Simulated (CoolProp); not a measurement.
R22 along the isobar 4.25 MPa: fugacity coefficient from the reference equation and from simpler models built on Tc = 369.3 K, pc = 4.990 MPa, ω = 0.221; each cubic takes its own stable root.

Model: reference Helmholtz-energy equation of state, Kamei 1995, in CoolProp.

```json
[
 {"T (K)": "245.5", "phase": "liquid", "reference": "0.04578"},
 {"T (K)": "265.1", "phase": "liquid", "reference": "0.09217"},
 {"T (K)": "284.7", "phase": "liquid", "reference": "0.1639"},
 {"T (K)": "304.3", "phase": "liquid", "reference": "0.2640"},
 {"T (K)": "323.8", "phase": "liquid", "reference": "0.3912"},
 {"T (K)": "343.4", "phase": "liquid", "reference": "0.5419"},
 {"T (K)": "363", "phase": "gas", "reference": "0.6931"},
 {"T (K)": "382.6", "phase": "gas", "reference": "0.7485"},
 {"T (K)": "402.1", "phase": "gas", "reference": "0.7896"},
 {"T (K)": "421.7", "phase": "gas", "reference": "0.8225"},
 {"T (K)": "441.3", "phase": "gas", "reference": "0.8493"},
 {"T (K)": "460.9", "phase": "gas", "reference": "0.8715"},
 {"T (K)": "480.4", "phase": "gas", "reference": "0.8901"},
 {"T (K)": "500", "phase": "gas", "reference": "0.9060"}
]
```

**Question.** How far does each simpler model (van der Waals, Redlich-Kwong, Soave-Redlich-Kwong, Peng-Robinson) lie from the reference over these 14 states: mean and median of the absolute difference, and the worst?

**Answer.** 
- van der Waals: mean 54.8 %, median 4.3 %, worst +313.7 % at 245.5 K and 4.25 MPa
- Redlich-Kwong: mean 12.8 %, median 1.7 %, worst +54.4 % at 245.5 K and 4.25 MPa
- Soave-Redlich-Kwong: mean 1.5 %, median 0.8 %, worst +3.3 % at 304.3 K and 4.25 MPa
- Peng-Robinson: mean 1.3 %, median 1.6 %, worst -2.4 % at 382.6 K and 4.25 MPa
